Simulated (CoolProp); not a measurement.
A closed Brayton cycle with carbon dioxide: compressor inlet 325.15 K and 7.8 MPa, high pressure 18.2 MPa, turbine inlet 940 K, compressor efficiency 0.89, turbine efficiency 0.93, recuperator effectiveness 0 (on enthalpy, no pinch check). Each further row changes one setting.

Model: reference Helmholtz-energy equation of state, Span 1996, in CoolProp.

| case | thermal efficiency (%) | net work (kJ/kg) | compressor to turbine work | compressor exit (K) | turbine exit (K) |
|---|---|---|---|---|---|
| as stated | … | 91.6 | 0.31 | 397.0 | 826.2 |
| turbine inlet 890 K | … | 84.0 | 0.33 | 397.0 | … |
| compressor inlet 335.15 K | … | 86.8 | 0.35 | 410.9 | 826.2 |
| high pressure 15.5 MPa | … | 76.5 | … | 383.0 | 847.2 |
| recuperator effectiveness 0.5 | 20.5 | 91.6 | 0.31 | 397.0 | 826.2 |

### Question
Complete the blanks.

### Answer

- as stated, thermal efficiency (%): 13.2
- turbine inlet 890 K, thermal efficiency (%): 13.3
- turbine inlet 890 K, turbine exit (K): 780.3
- compressor inlet 335.15 K, thermal efficiency (%): 12.9
- high pressure 15.5 MPa, thermal efficiency (%): 10.8
- high pressure 15.5 MPa, compressor to turbine work: 0.30
